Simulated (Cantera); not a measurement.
SiCl4 + H2 (chlorosilane synthesis and conversion)

Charge: 1 mol SiCl4, 1.5 mol H2, at 800 K and 0.360 bar.

Method: chemical equilibrium by Gibbs-energy minimisation in Cantera with the NASA 1993 tables (ideal gas, pure condensed phases). Candidate condensed phases: Si; 19 gas species. The tables' values for SiCl3 are old estimates; treat these amounts as uncertain. Equilibrium is a limit: real reactors are often held back by kinetics, nucleation or transport.

| Property | Result |
|---|---|
| x(H2) | 0.586 |
| x(SiCl4) | 0.386 |
| x(HCl) | 0.0143 |
| x(SiHCl3) | 0.0142 |
| x(SiH2Cl2) | 4.25e-5 |
| x(SiCl3) | 2.15e-5 |
| gas amount | 2.500 mol |
| log10 activity of Si(s) (absent) | -3.43 |
